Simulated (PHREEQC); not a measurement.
1 kg of water holding 0.032 mol/kgw NaCl, 0.0075 mol/kgw CaCl2 and 0.004 mol/kgw MgCl2 is evaporated at 25 °C; the solids stay in contact with the brine. No CO2 enters from the air. The run lets Bischofite, Brucite, Halite, Portlandite, MgCl2_4H2O precipitate or redissolve, and no other solid.

The series has 28 steps of water left (kg), from 1 to 0.005012.

All values are PHREEQC results (Pitzer model, pitzer.dat), not measurements.

Q: Which solids form, in which order, and at which step of the series does each first stand?

A: Halite from water left = 0.007426 kg.

Species that the database lacks are ignored.
